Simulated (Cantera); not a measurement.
A Cantera script and what it prints.

```python
import numpy as np
import cantera as ct

gas_names = """
    H HO2 H2 H2O H2O2 H2S H2SO4 O OH O2 O3 S SH SO SO2 SO3 S2 S2O S8
""".split()
cond_names = """
    H2O(s) H2O(L) H2SO4(L) S(cr1) S(cr2) S(L)
""".split()


# ... load() reads the species with a 1 bar reference pressure and builds the phases ...
atoms = {
    'H2S': {'H': 2, 'S': 1},
    'H2O': {'H': 2, 'O': 1},
    'H2': {'H': 2},
}
top_T = {}  # K; cautious upper limits of use, not melting points


# ... equilibrate(T, P, feed) seeds the gas with the atoms and calls Mixture.equilibrate('TP', solver="vcs", rtol=1e-11, max_steps=5000) ...
results = []
feed = {'H2S': 1, 'H2O': 0.036, 'H2': 7.5}  # mol
P = 390000  # Pa
for T in [2448, 2523, 2598, 2673, 2748, 2823, 2898, 2973, 3048, 3123]:
    mix = equilibrate(T, P, feed)
    results.append((T, P, feed, dict(zip(mix.species_names, mix.species_moles))))

top = {s: max(r[3][s] / sum(r[3][g] for g in gas_names) for r in results) for s in gas_names}
cols = sorted((s for s in top if top[s] > 1e-05), key=lambda s: -top[s])[:6]
seen = [c for c in cond_names if any(r[3].get(c, 0) > 1e-12 for r in results)]
print("log10 of partial pressures in bar; condensed amounts in mol")
print(f"{'T/K':>10s}" + "".join(f"{s[:9]:>10s}" for s in cols + seen))
for T, P, feed, n in results:
    ng = sum(n[g] for g in gas_names)
    print(f"{T:10.4g}" + "".join(f"{np.log10(max(n[s] / ng * P / 1e5, 1e-99)):10.3f}" for s in cols)
          + "".join(f"{n.get(c, 0):10.4g}" for c in seen))
```

It prints:

```
log10 of partial pressures in bar; condensed amounts in mol
       T/K        H2         H       H2S        SH         S        S2
      2448     0.542    -1.430    -0.689    -1.093    -2.025    -1.139
      2523     0.540    -1.286    -0.739    -1.039    -1.878    -1.123
      2598     0.538    -1.150    -0.791    -0.992    -1.743    -1.115
      2673     0.536    -1.022    -0.845    -0.952    -1.620    -1.114
      2748     0.532    -0.902    -0.900    -0.918    -1.507    -1.121
      2823     0.528    -0.788    -0.956    -0.890    -1.403    -1.134
      2898     0.522    -0.681    -1.015    -0.868    -1.308    -1.153
      2973     0.515    -0.581    -1.076    -0.851    -1.221    -1.179
      3048     0.506    -0.486    -1.139    -0.840    -1.142    -1.211
      3123     0.496    -0.396    -1.205    -0.834    -1.071    -1.248
```

Method: chemical equilibrium by Gibbs-energy minimisation in Cantera with the NASA 1993 tables (ideal gas, pure condensed phases).
